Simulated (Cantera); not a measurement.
An adiabatic, constant-pressure homogeneous reactor starts with 10.1 % CH4, 18.4 % O2, 69.0 % N2, 2.52 % H2O, at 1025 K and 9.87 atm.

Computed with Cantera and GRI-Mech 3.0 (53 species, 325 reactions).

### Question
Predict: time of steepest temperature rise; temperature at 1.00 s; equilibrium temperature; x(O2) at 1.00 s; x(H2O) at 1.00 s; x(NO2) at 1.00 s; x(CO2) at 1.00 s.

### Answer
```json
{
 "time_of_steepest_temperature_rise": "56.2 ms",
 "temperature at 1.00 s": "2640 K",
 "equilibrium_temperature": "2640 K",
 "x(O2) at 1.00 s": "0.00253 (gas-phase equilibrium 0.00253)",
 "x(H2O) at 1.00 s": "0.203 (gas-phase equilibrium 0.203)",
 "x(NO2) at 1.00 s": "7.92e-7 (gas-phase equilibrium 7.92e-7)",
 "x(CO2) at 1.00 s": "0.0669 (gas-phase equilibrium 0.0669)"
}
```
